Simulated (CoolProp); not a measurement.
Model: reference Helmholtz-energy equation of state, Thol 2016, in CoolProp.

**Question.** For hexamethyldisiloxane (MM), give the phase and the Z, fugacity coefficient at 346.85 °C and 1.34 MPa.

**Answer.** 
- 346.85 °C and 1.34 MPa: gas; Z 0.868, fugacity coefficient 0.877
